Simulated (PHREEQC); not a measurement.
Solution (32 °C): 32 mmol/kgw HF, 0.05 mmol/kgw NaCl and 1.8 mmol/kgw MnSO4. Closed to the air; pH follows from the charge balance.

Model: ion-association model, phreeqc.dat, run in PHREEQC.

No solid was allowed to form.

Estimate the pH, ionic strength.

pH 2.39; ionic strength 0.0105 mol/kgw.

In which forms is S present?

SO4-2 68 %, HSO4- 23 %, MnSO4 9.6 % of the S.

Complexes and solids missing from the database can't appear.
